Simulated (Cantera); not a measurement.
Mixture: CH4 : O2 : N2 : CO2 = 1 : 1.82 : 6.84 : 0.087 (molar parts), at 101000 Pa, adiabatic and at constant volume. Ignition delay is the time to a rise of 400 K.

Cantera simulation using GRI-Mech 3.0 (53 species, 325 reactions); the numbers are that mechanism's predictions, not measurements.

Q: Predict: delay at 1225 K; delay at 1425 K; delay at 1625 K; delay at 1825 K; apparent activation energy between 1725 and 1925 K.

A: 
- delay at 1225 K = 32.4 ms
- delay at 1425 K = 2.58 ms
- delay at 1625 K = 0.367 ms
- delay at 1825 K = 89.9 µs
- apparent activation energy between 1725 and 1925 K = 170 kJ/mol
